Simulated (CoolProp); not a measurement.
Computed with CoolProp (reference Helmholtz-energy equation of state, Zhou 2011).

Question: For dimethyl carbonate, give the phase and the cp (kJ/(kg K)), cv (kJ/(kg K)), Joule-Thomson coefficient (K/MPa), isothermal compressibility (1/MPa) at 310.4 K and 4.91 MPa; 310.4 K and 5.73 MPa; 310.4 K and 7.36 MPa.

Answer: 
- 310.4 K and 4.91 MPa: liquid; cp 1.84, cv 1.36, Joule-Thomson coefficient -0.317, isothermal compressibility 0.000940
- 310.4 K and 5.73 MPa: liquid; cp 1.84, cv 1.36, Joule-Thomson coefficient -0.318, isothermal compressibility 0.000933
- 310.4 K and 7.36 MPa: liquid; cp 1.84, cv 1.36, Joule-Thomson coefficient -0.320, isothermal compressibility 0.000919
